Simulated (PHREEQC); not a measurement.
Dissolve 1.7 mmol/kgw KOH, 0.26 mmol/kgw KNO3 and 0.3 mmol/kgw CuSO4 at 25 °C. It is in equilibrium with CO2 at log p = 0 (atm). Otherwise closed; pH follows from the charge balance.

Computed with PHREEQC (ion-association model, phreeqc.dat).

```csv
quantity,before,after
ionic strength (mol/kgw),0.00290,0.000655
HCO3- (mol/kgw),0.00159,0.000374
Cu+2 (mol/kgw),0.000176,5.09e-5
CuHCO3+ (mol/kgw),0.000112,8.51e-6
```

Problem. What was changed between the two runs?
(A) diluted 10-fold with water
(B) diluted 5-fold with water
(C) temperature from 25 to 55 °C
(D) temperature from 25 to 75 °C
(E) diluted 100-fold with water

Solution. B, diluted 5-fold with water

This is a speciation only: nothing precipitates in the calculation.
